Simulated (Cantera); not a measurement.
# Premixed flame

A freely propagating, adiabatic, planar premixed flame of 51.2 % H2, 10.2 % O2, 38.5 % N2, unburnt at 473 K and 760 Torr; multicomponent+Soret transport, grid criteria slope 0.08 and curve 0.16, no radiation.

Computed with Cantera and the H2/O2 subset of GRI-Mech 3.0, which has no nitrogen chemistry. Burning velocities carry a grid error of a few per cent, more on coarse grids.

| z (mm) | T (K) | u (m/s) | x H2 | x O2 | x O | x HO2 | x H2O | x OH |
|---|---|---|---|---|---|---|---|---|
| -1.24 | 473 | 5.29 | 0.512 | 0.102 | <1e-8 | <1e-8 | <1e-8 | <1e-8 |
| -0.824 | 473 | 5.29 | 0.512 | 0.102 | <1e-8 | <1e-8 | <1e-8 | <1e-8 |
| -0.618 | 473 | 5.29 | 0.512 | 0.102 | <1e-8 | <1e-8 | <1e-8 | <1e-8 |
| -0.412 | 473 | 5.29 | 0.512 | 0.103 | <1e-8 | 4.70e-7 | 6.09e-7 | <1e-8 |
| -0.206 | 511 | 5.56 | 0.495 | 0.105 | 1.10e-5 | 0.000289 | 0.00151 | 7.66e-5 |
| -0.103 | 774 | 8.16 | 0.460 | 0.0975 | 0.000213 | 0.000177 | 0.0249 | 0.000527 |
| 0 | 1150 | 12.0 | 0.389 | 0.0644 | 0.00162 | 6.93e-5 | 0.0943 | 0.00114 |
| 0.103 | 1403 | 14.6 | 0.317 | 0.0203 | 0.00177 | 2.04e-5 | 0.178 | 0.00191 |
| 0.206 | 1515 | 15.7 | 0.296 | 0.00415 | 0.000758 | 3.98e-6 | 0.210 | 0.00187 |
| 0.412 | 1615 | 16.7 | 0.297 | 0.000297 | 0.000360 | 2.76e-7 | 0.219 | 0.00194 |
| 0.824 | 1715 | 17.6 | 0.307 | 8.41e-5 | 0.000257 | 8.63e-8 | 0.221 | 0.00195 |
| 1.65 | 1811 | 18.5 | 0.316 | 4.97e-5 | 0.000159 | 5.39e-8 | 0.223 | 0.00176 |
| 3.30 | 1891 | 19.2 | 0.324 | 2.49e-5 | 8.13e-5 | 2.98e-8 | 0.224 | 0.00140 |
x: mole fraction of selected species; z is measured from the peak of heat release.

- laminar burning velocity = 529 cm/s
- thermal thickness = 0.412 mm
- peak x(O) = 0.00211
- peak x(HO2) = 0.000332
- peak x(OH) = 0.00197
- grid points = 128
